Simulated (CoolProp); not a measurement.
A simple Rankine cycle with isobutene: condensing at 316.15 K, boiler at 3 MPa, turbine inlet 549 K, turbine efficiency 0.8, pump efficiency 0.7, no recuperator. Each further row changes one setting.

Model: reference Helmholtz-energy equation of state, Lemmon 2005, in CoolProp. It is a short technical equation, of lower accuracy than the large ones.

```json
[
 {"case": "as stated", "thermal efficiency (%)": "11.9", "net work (kJ/kg)": "___", "heat in (kJ/kg)": "806", "turbine exit temperature (K)": "495.7", "volume ratio over the turbine": "5.80"},
 {"case": "condensing temperature 308.15 K", "thermal efficiency (%)": "___", "net work (kJ/kg)": "108", "heat in (kJ/kg)": "___", "turbine exit temperature (K)": "489.9", "volume ratio over the turbine": "7.17"},
 {"case": "boiler pressure 2.1 MPa", "thermal efficiency (%)": "9.8", "net work (kJ/kg)": "___", "heat in (kJ/kg)": "___", "turbine exit temperature (K)": "507.7", "volume ratio over the turbine": "4.02"},
 {"case": "turbine efficiency 0.7", "thermal efficiency (%)": "10.3", "net work (kJ/kg)": "___", "heat in (kJ/kg)": "806", "turbine exit temperature (K)": "501.1", "volume ratio over the turbine": "___"}
]
```

Task: Some entries are withheld; supply them.

Result: 
- as stated, net work (kJ/kg): 95.8
- condensing temperature 308.15 K, thermal efficiency (%): 13.1
- condensing temperature 308.15 K, heat in (kJ/kg): 826
- boiler pressure 2.1 MPa, net work (kJ/kg): 80.0
- boiler pressure 2.1 MPa, heat in (kJ/kg): 819
- turbine efficiency 0.7, net work (kJ/kg): 83.1
- turbine efficiency 0.7, volume ratio over the turbine: 5.87
